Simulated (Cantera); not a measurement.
Premixed flame

A freely propagating, adiabatic, planar premixed flame of 9.40 % CH4, 5.45 % CO, 23.7 % O2, 61.5 % N2, equivalence ratio 0.91, unburnt at 373 K and 0.296 atm; mixture-averaged transport, grid criteria slope 0.08 and curve 0.16, no radiation.

Cantera simulation using GRI-Mech 3.0 (53 species, 325 reactions); the numbers are that mechanism's predictions, not measurements. Burning velocities carry a grid error of a few per cent, more on coarse grids.

```json
[
 {"z (mm)": "-2.35", "T (K)": "373", "u (m/s)": "1.25", "x CH4": "0.0940", "x CO": "0.0545", "x O2": "0.237", "x CH2CO": "<1e-8", "x C2H2": "<1e-8", "x C2H6": "<1e-8"},
 {"z (mm)": "-1.56", "T (K)": "373", "u (m/s)": "1.25", "x CH4": "0.0939", "x CO": "0.0545", "x O2": "0.237", "x CH2CO": "<1e-8", "x C2H2": "<1e-8", "x C2H6": "<1e-8"},
 {"z (mm)": "-1.17", "T (K)": "374", "u (m/s)": "1.26", "x CH4": "0.0937", "x CO": "0.0544", "x O2": "0.236", "x CH2CO": "<1e-8", "x C2H2": "<1e-8", "x C2H6": "6.11e-8"},
 {"z (mm)": "-0.782", "T (K)": "394", "u (m/s)": "1.33", "x CH4": "0.0924", "x CO": "0.0543", "x O2": "0.234", "x CH2CO": "1.33e-8", "x C2H2": "6.61e-8", "x C2H6": "4.58e-6"},
 {"z (mm)": "-0.391", "T (K)": "763", "u (m/s)": "2.62", "x CH4": "0.0734", "x CO": "0.0609", "x O2": "0.209", "x CH2CO": "3.66e-6", "x C2H2": "4.48e-6", "x C2H6": "0.000332"},
 {"z (mm)": "-0.196", "T (K)": "1229", "u (m/s)": "4.28", "x CH4": "0.0429", "x CO": "0.0764", "x O2": "0.166", "x CH2CO": "2.92e-5", "x C2H2": "1.93e-5", "x C2H6": "0.000531"},
 {"z (mm)": "0", "T (K)": "1671", "u (m/s)": "5.87", "x CH4": "0.0116", "x CO": "0.0927", "x O2": "0.111", "x CH2CO": "5.53e-5", "x C2H2": "4.04e-5", "x C2H6": "5.99e-5"},
 {"z (mm)": "0.196", "T (K)": "1855", "u (m/s)": "6.53", "x CH4": "0.00120", "x CO": "0.0894", "x O2": "0.0762", "x CH2CO": "1.49e-5", "x C2H2": "9.41e-6", "x C2H6": "4.70e-7"},
 {"z (mm)": "0.391", "T (K)": "1901", "u (m/s)": "6.66", "x CH4": "6.76e-5", "x CO": "0.0768", "x O2": "0.0617", "x CH2CO": "1.13e-6", "x C2H2": "3.90e-7", "x C2H6": "<1e-8"},
 {"z (mm)": "0.782", "T (K)": "1942", "u (m/s)": "6.76", "x CH4": "2.84e-7", "x CO": "0.0602", "x O2": "0.0529", "x CH2CO": "<1e-8", "x C2H2": "<1e-8", "x C2H6": "<1e-8"},
 {"z (mm)": "1.56", "T (K)": "1994", "u (m/s)": "6.89", "x CH4": "<1e-8", "x CO": "0.0498", "x O2": "0.0486", "x CH2CO": "<1e-8", "x C2H2": "<1e-8", "x C2H6": "<1e-8"},
 {"z (mm)": "3.13", "T (K)": "2063", "u (m/s)": "7.09", "x CH4": "<1e-8", "x CO": "0.0462", "x O2": "0.0463", "x CH2CO": "<1e-8", "x C2H2": "<1e-8", "x C2H6": "<1e-8"},
 {"z (mm)": "6.26", "T (K)": "2153", "u (m/s)": "7.35", "x CH4": "<1e-8", "x CO": "0.0430", "x O2": "0.0437", "x CH2CO": "<1e-8", "x C2H2": "<1e-8", "x C2H6": "<1e-8"}
]
```
x: mole fraction of selected species; z is measured from the peak of heat release.

```
Quantity                    Result
------------------------  --------
laminar burning velocity  125 cm/s
thermal thickness         0.782 mm
peak x(CH2CO)              5.72e-5
peak x(C2H2)               4.07e-5
peak x(C2H6)              0.000582
grid points                    185
```
